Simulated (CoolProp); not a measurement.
Vapour-liquid equilibrium of neopentane (1) + n-pentane (2) at 9.7 bar; x and y are mole fractions of (1).

Computed with CoolProp (multi-fluid Helmholtz-energy mixture model, Lemmon 2006 and Thol 2019; pair parameters Bell 2016).

| x | bubble temperature (K) | y at the bubble point | dew temperature at overall composition x (K) | liquid density (mol/L) |
|---|---|---|---|---|
| 0.05 | 394.7 | (withheld) | 395.3 | 6.996 |
| 0.15 | 391.1 | 0.216 | 392.8 | 6.994 |
| 0.25 | 387.7 | 0.344 | 390.2 | 6.990 |
| 0.35 | 384.4 | 0.459 | 387.5 | 6.982 |
| 0.45 | 381.2 | 0.565 | 384.6 | 6.973 |
| 0.55 | 378.2 | 0.660 | 381.7 | (withheld) |
| 0.65 | 375.3 | 0.747 | 378.5 | 6.945 |
| 0.75 | 372.5 | 0.827 | 375.2 | (withheld) |
| 0.85 | 369.9 | 0.900 | 371.7 | (withheld) |
| 0.95 | 367.3 | 0.968 | 368.0 | 6.887 |

Question: Complete the blanks.

Answer: 
- 0.05, y at the bubble point: 0.075
- 0.55, liquid density (mol/L): 6.960
- 0.75, liquid density (mol/L): 6.928
- 0.85, liquid density (mol/L): 6.909

No azeotrope shows between x = 0.05 and 0.95.

The pair parameters rest on a limited set of measurements; away from them the model extrapolates.
